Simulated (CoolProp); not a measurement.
Vapour-liquid equilibrium of carbon dioxide (1) + R152A (2) at -26.75 °C; x and y are mole fractions of (1).

The numbers come from the multi-fluid Helmholtz-energy mixture model, Span 1996 and Outcalt 1996; pair parameters Bell 2016 in CoolProp.

| x | bubble pressure, mixture model (bar) | bubble pressure, Raoult's law (bar) | y, mixture model | y, Raoult's law |
|---|---|---|---|---|
| 0.05 | 1.612 | 1.647 | 0.458 | 0.483 |
| 0.125 | 2.696 | 2.772 | ? | 0.717 |
| 0.2 | 3.786 | 3.897 | 0.793 | 0.816 |
| 0.275 | 4.876 | 5.022 | 0.849 | 0.871 |
| 0.35 | 5.962 | 6.148 | 0.885 | 0.905 |
| 0.425 | 7.046 | 7.273 | 0.911 | 0.929 |
| 0.5 | 8.128 | 8.398 | 0.930 | 0.947 |
| 0.575 | 9.215 | 9.523 | 0.945 | 0.960 |
| 0.65 | 10.31 | 10.65 | 0.957 | 0.971 |
| 0.725 | 11.43 | 11.77 | 0.968 | 0.979 |
| 0.8 | ? | 12.90 | 0.978 | 0.986 |
| 0.875 | ? | 14.02 | 0.986 | 0.992 |
| 0.95 | 15.02 | 15.15 | 0.995 | 0.997 |

Complete the blanks.


- 0.125, y, mixture model: 0.692
- 0.8, bubble pressure, mixture model (bar): 12.58
- 0.875, bubble pressure, mixture model (bar): 13.77

The largest gap from Raoult's law is -3.2 % in bubble pressure, at x = 0.575. No azeotrope shows between x = 0.05 and 0.95.

The pair parameters rest on a limited set of measurements; away from them the model extrapolates.
